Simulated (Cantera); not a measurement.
An isothermal, constant-pressure homogeneous reactor starts with C₂H₆ : N₂ = 1 : 55 (molar parts), at 2000 K and 760 Torr. Integrator tolerance rtol = 1e-08.

Computed with Cantera and GRI-Mech 3.0 (53 species, 325 reactions). GRI-Mech 3.0 stops at C3 and has no aromatics, soot or wall deposition, so with more carbon than oxygen in the feed, carbon stays in small species such as C2H2 where larger ones or solid carbon would form.

**Question.** What does this change do: temperature 2000 to 1300 K?

**Answer.** 
| quantity | before | after |
|---|---|---|
| x(C₂H₆) at 80.0 s | 5.02e-11 (gas-phase equilibrium 8.54e-12) | 1.25e-6 (gas-phase equilibrium 4.64e-7) |
| x(CH₄) at 80.0 s | 1.05e-5 (gas-phase equilibrium 4.48e-6) | 0.00380 (gas-phase equilibrium 0.00317) |
| x(CH₂) at 80.0 s | 2.06e-8 (gas-phase equilibrium 8.82e-9) | 2.74e-12 (gas-phase equilibrium 1.58e-12) |
| x(C₂H) at 80.0 s | 2.58e-6 (gas-phase equilibrium 3.42e-7) | 4.96e-11 (gas-phase equilibrium 1.05e-11) |
| x(C₂H₄) at 80.0 s | 3.66e-6 (gas-phase equilibrium 4.86e-7) | 0.00114 (gas-phase equilibrium 0.000308) |
| x(H) at 80.0 s | 0.000301 (gas-phase equilibrium 0.000302) | 2.15e-7 (gas-phase equilibrium 1.90e-7) |
